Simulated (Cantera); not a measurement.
Charge: 1 mol Pb, 0.77 mol CO, held at 1330 Pa.

Cantera equilibrium calculation (NASA polynomials, part measured and part estimated; ideal gas, pure solids and liquids). Candidate condensed phases: C, Pb, PbO, PbO2, Pb3O4; 15 gas species. Equilibrium is a limit: real reactors are often held back by kinetics, nucleation or transport.

Task: What share of the Pb ends up in condensed phases as a function of T (K), at 1225, 1325, 1425, 1525, 1625, 1725, 1825?

Result: 
| T (K) | Pb condensed (%) | as |
|---|---|---|
| 1225 | 94.2 | Pb(l) |
| 1325 | 71.5 | Pb(l) |
| 1425 | 0.0 | - |
| 1525 | 0.0 | - |
| 1625 | 0.0 | - |
| 1725 | 0.0 | - |
| 1825 | 0.0 | - |
